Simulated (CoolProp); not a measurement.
Vapour-liquid equilibrium of carbonyl sulfide (1) + propane (2) at 201.8 K; x and y are mole fractions of (1).

Values from CoolProp's multi-fluid Helmholtz-energy mixture model, Lemmon 2006 and Lemmon 2009; pair parameters Bell 2016.

Problem. Give the bubble pressure and the first vapour's composition at x = 0.5, 0.65, 0.95. Is there an azeotrope?

Solution. x = 0.5: 0.02884 MPa, y = 0.587; x = 0.65: 0.03026 MPa, y = 0.721; x = 0.95: 0.03323 MPa, y = 0.965. No azeotrope shows between x = 0.05 and 0.95.

The pair parameters rest on a limited set of measurements; away from them the model extrapolates.
